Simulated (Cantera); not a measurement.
A closed system holds: 1 mol SiCl4, 1.3 mol HCl, 0.53 mol H2, at 1250 K and 1.00 bar.

Cantera equilibrium calculation (NASA polynomials, part measured and part estimated; ideal gas, pure solids and liquids). Candidate condensed phases: Si; 19 gas species. The tables' values for SiCl3 are old estimates; treat these amounts as uncertain. Kinetics and transport are ignored.

Base state: HCl 0.466, SiCl4 0.345, H2 0.181, SiHCl3 0.00477, SiCl3 0.00253, SiCl2 0.000132 (mole fractions); condensed: gas only.

Task: What changes in the equilibrium state with this change: H2 from 0.53 to 17 mol?

Result: 
```
species    before     after
-------  --------  --------
H2          0.181     0.861
HCl         0.466    0.0869
SiCl4       0.345    0.0343
SiHCl3    0.00477    0.0121
SiH2Cl2   8.95e-6  0.000580
SiCl2    0.000132   0.00180
```

Task: What changes in the equilibrium state with this change: H2 from 0.53 to 9.2 mol?

Result: 
| species | before | after |
|---|---|---|
| H2 | 0.181 | 0.780 |
| HCl | 0.466 | 0.134 |
| SiCl4 | 0.345 | 0.0674 |
| SiHCl3 | 0.00477 | 0.0140 |
| SiH2Cl2 | 8.95e-6 | 0.000395 |
| SiCl2 | 0.000132 | 0.00135 |
| SiCl3 | 0.00253 | 0.00357 |
